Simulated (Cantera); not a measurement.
**Stirred combustor or abatement burner**

A perfectly stirred reactor is fed with CO : H₂ : O₂ : N₂ : H₂O = 1 : 0.25 : 0.977 : 8.69 : 0.85 (molar parts), at 4730 Torr; it is adiabatic with a 400 K inlet, and is followed from long to short residence time, starting on the burning branch (τ in s: 0.22, 0.072, 0.024, 0.0079, 0.0026, 0.00087, 0.00029, 9.6e-05, 3.2e-05, 1.1e-05, 3.5e-06).

Cantera simulation using GRI-Mech 3.0 (53 species, 325 reactions); the numbers are that mechanism's predictions, not measurements. The hydrogen kinetics of GRI-Mech 3.0 are dated; newer H2 mechanisms differ, most at raised pressure.

```
τ (s)    T (K)     x CO      x H₂    x O₂     x OH   x H₂O    x NO₂
-------  -----  -------  --------  ------  -------  ------  -------
0.22      1282  0.00237  0.000114  0.0328  9.01e-6  0.0985  6.65e-8
0.072      400   0.0850    0.0212  0.0830   <1e-12  0.0722   <1e-12
0.024      400   0.0850    0.0212  0.0830   <1e-12  0.0722   <1e-12
0.0079     400   0.0850    0.0212  0.0830   <1e-12  0.0722   <1e-12
0.0026     400   0.0850    0.0212  0.0830   <1e-12  0.0722   <1e-12
0.00087    400   0.0850    0.0212  0.0830   <1e-12  0.0722   <1e-12
0.00029    400   0.0850    0.0212  0.0830   <1e-12  0.0722   <1e-12
9.6e-5     400   0.0850    0.0212  0.0830   <1e-12  0.0722   <1e-12
3.2e-5     400   0.0850    0.0212  0.0830   <1e-12  0.0722   <1e-12
1.1e-5     400   0.0850    0.0212  0.0830   <1e-12  0.0722   <1e-12
3.5e-6     400   0.0850    0.0212  0.0830   <1e-12  0.0722   <1e-12
```
x: mole fraction; the columns are a selection and need not sum to one.
